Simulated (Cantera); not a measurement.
A closed system holds: 1 mol Fe, 1.2 mol NH3, 150 mol H2, equilibrated at 8.10 bar.

Cantera equilibrium calculation (NASA polynomials, part measured and part estimated; ideal gas, pure solids and liquids). Candidate condensed phases: Fe; 10 gas species. Rates play no part.

x: gas mole fraction; n: condensed amount in mol.

| T (°C) | x H2 | x N2 | x NH3 | x H | x Fe | n Fe(α) | n Fe(γ) |
|---|---|---|---|---|---|---|---|
| 825 | 0.996 | 0.00386 | 0.000161 | 8.67e-9 | <1e-12 | 1.00 | 0 |
| 875 | 0.996 | 0.00388 | 0.000123 | 2.51e-8 | <1e-12 | 1.00 | 0 |
| 925 | 0.996 | 0.00389 | 9.69e-5 | 6.67e-8 | ? | 0 | 1.00 |
| 975 | 0.996 | 0.00390 | 7.74e-5 | 1.64e-7 | ? | 0 | 1.00 |
| 1025 | 0.996 | 0.00391 | 6.29e-5 | 3.76e-7 | ? | 0 | 1.00 |
| 1075 | 0.996 | 0.00391 | 5.19e-5 | 8.11e-7 | ? | 0 | 1.00 |
| 1125 | 0.996 | 0.00392 | 4.34e-5 | 1.66e-6 | ? | 0 | 1.00 |
| 1175 | 0.996 | 0.00392 | 3.67e-5 | 3.23e-6 | ? | 0 | 1.000 |
| 1225 | 0.996 | 0.00392 | 3.14e-5 | 6.03e-6 | ? | 0 | 1.000 |
| 1275 | 0.996 | 0.00392 | 2.71e-5 | 1.08e-5 | ? | 0 | 1.000 |
| 1325 | 0.996 | 0.00393 | 2.37e-5 | 1.87e-5 | ? | 0 | 1.000 |

Task: What belongs in the gaps?

Result: 
- 925, x Fe: 5.73e-12
- 975, x Fe: 2.88e-11
- 1025, x Fe: 1.27e-10
- 1075, x Fe: 5.03e-10
- 1125, x Fe: 1.80e-9
- 1175, x Fe: 5.89e-9
- 1225, x Fe: 1.77e-8
- 1275, x Fe: 4.97e-8
- 1325, x Fe: 1.30e-7
